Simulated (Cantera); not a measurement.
A perfectly stirred reactor is fed with CH4 : N2 = 1 : 8 (molar parts), at 0.132 atm; it is held at 1325 K, and followed from long to short residence time.

Computed with Cantera and GRI-Mech 3.0 (53 species, 325 reactions). GRI-Mech 3.0 stops at C3 and has no aromatics, soot or wall deposition, so with more carbon than oxygen in the feed, carbon stays in small species such as C2H2 where larger ones or solid carbon would form.

Question: What does this change do: N2 8 to 36 parts?

Answer: 
| quantity | before | after |
|---|---|---|
| x(CH4) at τ = 13.0 s | 0.105 | 0.0256 |
| x(C2H4) at τ = 13.0 s | 0.000390 | 0.000130 |
| x(H) at τ = 13.0 s | 7.16e-8 | 4.51e-8 |
| x(H2) at τ = 13.0 s | 0.00730 | 0.00193 |
| x(C2H6) at τ = 13.0 s | 6.55e-5 | 2.15e-5 |
| x(CH4) at τ = 64.0 ms | 0.111 | 0.0270 |
| x(C2H4) at τ = 64.0 ms | 7.88e-7 | 7.56e-8 |
| x(H) at τ = 64.0 ms | 7.29e-10 | 5.50e-10 |
| x(H2) at τ = 64.0 ms | 7.49e-6 | 1.40e-6 |
| x(C2H6) at τ = 64.0 ms | 2.76e-6 | 2.67e-7 |
